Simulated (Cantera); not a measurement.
Charge: 1 mol HBr, 3 mol H2, 0.12 mol O2, held at 1825 K and 170 bar.

These are equilibrium values from Cantera (NASA tables, ideal gas, pure condensed phases), not measurements of a reactor. Candidate condensed phases: Br2, H2O; 12 gas species. The ideal-gas law is rough above about 30 bar. The numbers say what is thermodynamically allowed, not how fast it happens.

Base state: H2 0.690, HBr 0.250, H2O 0.0600, Br 0.000370, H 2.81e-5, Br2 1.50e-5 (mole fractions); condensed: gas only.

Question: What changes in the equilibrium state with this change: O2 from 0.12 to 2 mol?

Answer: 
| species | before | after |
|---|---|---|
| H2O | 0.0600 | 0.760 |
| O2 | <1e-9 | 0.0756 |
| HBr | 0.250 | 0.0747 |
| H2 | 0.690 | 1.44e-5 |
| Br2 | 1.50e-5 | 0.0645 |
| Br | 0.000370 | 0.0243 |
| OH | 1.71e-7 | 0.000473 |
| H | 2.81e-5 | 1.28e-7 |
